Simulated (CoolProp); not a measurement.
Properties of R124 along the isotherm 280.1 K.

Model: reference Helmholtz-energy equation of state, de Vries 1995, in CoolProp.

```tsv
p (bar)	phase	Z	cv (kJ/(kg K))	fugacity coefficient
10.1	liquid	0.04173	0.7448	0.2010
20.1	liquid	0.08281	0.7448	0.1052
30.2	liquid	0.1241	0.7448	0.07302
40.3	liquid	0.1651	0.7449	0.05703
50.3	liquid	0.2056	0.7449	0.04760
60.4	liquid	0.2463	0.7450	0.04131
70.5	liquid	0.2867	0.7450	0.03688
80.5	liquid	0.3266	0.7451	0.03364
90.6	liquid	0.3668	0.7452	0.03114
```
